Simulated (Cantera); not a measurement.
An adiabatic, constant-pressure homogeneous reactor starts with CH4 : H2 : O2 : N2 = 1 : 0.16 : 1.09 : 4.12 (molar parts), at 1600 K and 825 Torr. Integrator tolerance rtol = 1e-08.

Computed with Cantera and GRI-Mech 3.0 (53 species, 325 reactions).

Problem. What does this change do: initial temperature 1600 to 1800 K?

Solution. 
| quantity | before | after |
|---|---|---|
| time of steepest temperature rise | 0.333 ms | 90.4 µs |
| temperature at 1.00 s | 2626 K | 2742 K |
| equilibrium temperature | 2626 K | 2742 K |
| x(CH4) at 1.00 s | 6.22e-12 (gas-phase equilibrium 7.02e-12) | 3.95e-12 (gas-phase equilibrium 4.48e-12) |
| x(H2) at 1.00 s | 0.145 (gas-phase equilibrium 0.145) | 0.142 (gas-phase equilibrium 0.142) |
| x(O2) at 1.00 s | 9.47e-5 (gas-phase equilibrium 9.47e-5) | 0.000249 (gas-phase equilibrium 0.000249) |
| x(NO) at 1.00 s | 0.000510 (gas-phase equilibrium 0.000510) | 0.000984 (gas-phase equilibrium 0.000984) |
| x(CH2O) at 1.00 s | 7.61e-9 (gas-phase equilibrium 7.61e-9) | 7.45e-9 (gas-phase equilibrium 7.45e-9) |

Problem. What does this change do: constant volume in place of constant pressure?

Solution. 
```tsv
quantity	before	after
time of steepest temperature rise	0.333 ms	0.304 ms
temperature at 1.00 s	2626 K	2847 K
equilibrium temperature	2626 K	2847 K
x(CH4) at 1.00 s	6.22e-12 (gas-phase equilibrium 7.02e-12)	1.22e-11 (gas-phase equilibrium 1.38e-11)
x(H2) at 1.00 s	0.145 (gas-phase equilibrium 0.145)	0.142 (gas-phase equilibrium 0.142)
x(O2) at 1.00 s	9.47e-5 (gas-phase equilibrium 9.47e-5)	0.000271 (gas-phase equilibrium 0.000271)
x(NO) at 1.00 s	0.000510 (gas-phase equilibrium 0.000510)	0.00119 (gas-phase equilibrium 0.00119)
x(CH2O) at 1.00 s	7.61e-9 (gas-phase equilibrium 7.61e-9)	1.55e-8 (gas-phase equilibrium 1.55e-8)
```
